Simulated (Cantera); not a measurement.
What does this Cantera script print?

```python
import numpy as np
import cantera as ct

gas_names = """
    CL CL2 N N2 Si SiCL SiCL2 SiCL3 SiCL4 SiN Si2 Si2N Si3
""".split()
cond_names = """
    Si(cr) Si(L) Si3N4(a)
""".split()


def load(file, names, dense=False):
    # The tables refer to 1 bar. Condensed volumes are neglected.
    table = {s.name: s for s in ct.Species.list_from_file(file)}
    out = []
    for n in names:
        d = dict(table[n].input_data)
        d["thermo"] = dict(d["thermo"], **{"reference-pressure": 1e5})
        if dense:
            d["equation-of-state"] = {"model": "constant-volume", "density": "1e6 g/cm^3"}
        out.append(ct.Species.from_dict(d))
    return out


gas = ct.Solution(thermo="ideal-gas", species=load("nasa_gas.yaml", gas_names))
cond = {s.name: ct.Solution(thermo="fixed-stoichiometry", species=[s], name=s.name)
        for s in load("nasa_condensed.yaml", cond_names, dense=True)}
atoms = {
    'SiCl4': {'Si': 1, 'CL': 4},
    'Cl2': {'CL': 2},
    'N2': {'N': 2},
}
top_T = {'Si3N4(a)': 2400}  # K; cautious upper limits of use, not melting points


def equilibrate(T, P, feed):
    n = {}
    for name, mol in feed.items():
        for a, k in atoms[name].items():
            n[a] = n.get(a, 0.0) + k * mol
    gas.TPX = T, P, n
    mass = sum(n.values()) * gas.mean_molecular_weight
    gas.equilibrate("TP")
    valid = [c for c in cond.values() if c.min_temp <= T <= top_T.get(c.name, c.max_temp)]
    mix = ct.Mixture([(gas, mass / gas.mean_molecular_weight)] + [(c, 0.0) for c in valid])
    mix.T, mix.P = T, P
    mix.equilibrate("TP", solver="vcs", rtol=1e-11, max_steps=5000)
    return mix


results = []
feed = {'SiCl4': 1, 'Cl2': 0.28, 'N2': 45}  # mol
P = 1000  # Pa
for T in [1025, 1075, 1125, 1175, 1225, 1275, 1325, 1375, 1425, 1475, 1525, 1575, 1625, 1675]:
    mix = equilibrate(T, P, feed)
    results.append((T, P, feed, dict(zip(mix.species_names, mix.species_moles))))
    x = sorted(zip(gas.X, gas.species_names), reverse=True)
    print(f"T = {T:g} K  P = {P:g} Pa  gas = {mix.phase_moles(0):.4g} mol")
    print("   x: " + "  ".join(f"{s} {v:.3e}" for v, s in x if v > 0.001))
    print("   condensed (mol): " + ("  ".join(f"{mix.phase(i).name} {mix.phase_moles(i):.4g}"
          for i in range(1, mix.n_phases) if mix.phase_moles(i) > 1e-12) or "none"))
```

It prints:

```
T = 1025 K  P = 1000 Pa  gas = 46.29 mol
   x: N2 9.721e-01  SiCL4 2.160e-02  CL2 5.835e-03
   condensed (mol): none
T = 1075 K  P = 1000 Pa  gas = 46.3 mol
   x: N2 9.719e-01  SiCL4 2.160e-02  CL2 5.633e-03
   condensed (mol): none
T = 1125 K  P = 1000 Pa  gas = 46.31 mol
   x: N2 9.716e-01  SiCL4 2.159e-02  CL2 5.299e-03  CL 1.493e-03
   condensed (mol): none
T = 1175 K  P = 1000 Pa  gas = 46.34 mol
   x: N2 9.711e-01  SiCL4 2.158e-02  CL2 4.790e-03  CL 2.506e-03
   condensed (mol): none
T = 1225 K  P = 1000 Pa  gas = 46.37 mol
   x: N2 9.704e-01  SiCL4 2.156e-02  CL2 4.088e-03  CL 3.902e-03
   condensed (mol): none
T = 1275 K  P = 1000 Pa  gas = 46.41 mol
   x: N2 9.696e-01  SiCL4 2.154e-02  CL 5.614e-03  CL2 3.227e-03
   condensed (mol): none
T = 1325 K  P = 1000 Pa  gas = 46.45 mol
   x: N2 9.687e-01  SiCL4 2.152e-02  CL 7.431e-03  CL2 2.316e-03
   condensed (mol): none
T = 1375 K  P = 1000 Pa  gas = 46.49 mol
   x: N2 9.679e-01  SiCL4 2.148e-02  CL 9.061e-03  CL2 1.504e-03
   condensed (mol): none
T = 1425 K  P = 1000 Pa  gas = 46.52 mol
   x: N2 9.673e-01  SiCL4 2.142e-02  CL 1.031e-02
   condensed (mol): none
T = 1475 K  P = 1000 Pa  gas = 46.55 mol
   x: N2 9.668e-01  SiCL4 2.128e-02  CL 1.121e-02
   condensed (mol): none
T = 1525 K  P = 1000 Pa  gas = 46.57 mol
   x: N2 9.662e-01  SiCL4 2.091e-02  CL 1.202e-02
   condensed (mol): none
T = 1575 K  P = 1000 Pa  gas = 46.63 mol
   x: N2 9.651e-01  SiCL4 2.004e-02  CL 1.322e-02  SiCL3 1.215e-03
   condensed (mol): none
T = 1625 K  P = 1000 Pa  gas = 46.73 mol
   x: N2 9.630e-01  SiCL4 1.831e-02  CL 1.550e-02  SiCL3 2.377e-03
   condensed (mol): none
T = 1675 K  P = 1000 Pa  gas = 46.92 mol
   x: N2 9.591e-01  CL 1.941e-02  SiCL4 1.553e-02  SiCL3 3.826e-03  SiCL2 1.957e-03
   condensed (mol): none
```

Cantera equilibrium calculation (NASA polynomials, part measured and part estimated; ideal gas, pure solids and liquids). The tables' values for SiCl3 are old estimates; treat these amounts as uncertain.
